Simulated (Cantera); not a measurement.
A closed system holds: 1 mol SiC, 0.0034 mol O2, 15 mol H2, equilibrated at 0.00460 bar.

These are equilibrium values from Cantera (NASA tables, ideal gas, pure condensed phases), not measurements of a reactor. Candidate condensed phases: C, C6H6, C7H8, C8H18, H2O, Si, SiC, SiO2; 123 gas species. Mutual solubility and eutectic melting of coexisting phases are not modelled. The tables hold silica as quartz up to 1696 K and as liquid above; real silica turns to tridymite and cristobalite and melts near 1996 K. The numbers say what is thermodynamically allowed, not how fast it happens.

x: gas mole fraction; n: condensed amount in mol.

```json
[
 {"T (°C)": "875", "x H2": "1.000", "x H": "1.06e-6", "x CO": "0.000142", "x SiO": "[?]", "x Si": "<1e-12", "x CH4": "1.43e-5", "n SiC(s)": "0.998", "n SiO2(β-quartz)": "0.00231"},
 {"T (°C)": "925", "x H2": "1.000", "x H": "2.80e-6", "x CO": "0.000154", "x SiO": "[?]", "x Si": "8.13e-12", "x CH4": "4.23e-6", "n SiC(s)": "0.998", "n SiO2(β-quartz)": "0.00210"},
 {"T (°C)": "975", "x H2": "1.000", "x H": "6.88e-6", "x CO": "0.000190", "x SiO": "[?]", "x Si": "1.28e-10", "x CH4": "1.50e-6", "n SiC(s)": "0.997", "n SiO2(β-quartz)": "0.00106"},
 {"T (°C)": "1025", "x H2": "1.000", "x H": "1.58e-5", "x CO": "0.000226", "x SiO": "0.000227", "x Si": "9.56e-10", "x CH4": "9.90e-7", "n SiC(s)": "0.997", "n SiO2(β-quartz)": "0"},
 {"T (°C)": "1075", "x H2": "1.000", "x H": "3.41e-5", "x CO": "0.000226", "x SiO": "0.000227", "x Si": "4.97e-9", "x CH4": "8.31e-7", "n SiC(s)": "0.997", "n SiO2(β-quartz)": "0"},
 {"T (°C)": "1125", "x H2": "0.999", "x H": "6.97e-5", "x CO": "0.000226", "x SiO": "0.000227", "x Si": "2.29e-8", "x CH4": "7.05e-7", "n SiC(s)": "0.997", "n SiO2(β-quartz)": "0"},
 {"T (°C)": "1175", "x H2": "0.999", "x H": "0.000136", "x CO": "0.000226", "x SiO": "0.000227", "x Si": "9.50e-8", "x CH4": "6.06e-7", "n SiC(s)": "0.997", "n SiO2(β-quartz)": "0"},
 {"T (°C)": "1225", "x H2": "0.999", "x H": "0.000253", "x CO": "0.000227", "x SiO": "0.000226", "x Si": "3.58e-7", "x CH4": "5.26e-7", "n SiC(s)": "0.997", "n SiO2(β-quartz)": "0"},
 {"T (°C)": "1275", "x H2": "0.999", "x H": "0.000454", "x CO": "0.000227", "x SiO": "0.000226", "x Si": "1.23e-6", "x CH4": "4.61e-7", "n SiC(s)": "0.997", "n SiO2(β-quartz)": "0"},
 {"T (°C)": "1325", "x H2": "0.999", "x H": "0.000784", "x CO": "0.000229", "x SiO": "0.000224", "x Si": "3.91e-6", "x CH4": "4.10e-7", "n SiC(s)": "0.997", "n SiO2(β-quartz)": "0"},
 {"T (°C)": "1375", "x H2": "0.998", "x H": "0.00131", "x CO": "0.000233", "x SiO": "0.000219", "x Si": "1.14e-5", "x CH4": "3.71e-7", "n SiC(s)": "0.996", "n SiO2(β-quartz)": "0"},
 {"T (°C)": "1425", "x H2": "0.997", "x H": "0.00213", "x CO": "0.000244", "x SiO": "0.000208", "x Si": "3.04e-5", "x CH4": "3.49e-7", "n SiC(s)": "0.996", "n SiO2(β-quartz)": "0"},
 {"T (°C)": "1475", "x H2": "0.996", "x H": "0.00336", "x CO": "0.000267", "x SiO": "[?]", "x Si": "7.20e-5", "x CH4": "3.48e-7", "n SiC(s)": "0.996", "n SiO2(β-quartz)": "0"}
]
```

Task: Fill in the missing entries.

Result: 
- 875, x SiO: 2.34e-6
- 925, x SiO: 1.88e-5
- 975, x SiO: 0.000121
- 1475, x SiO: 0.000185
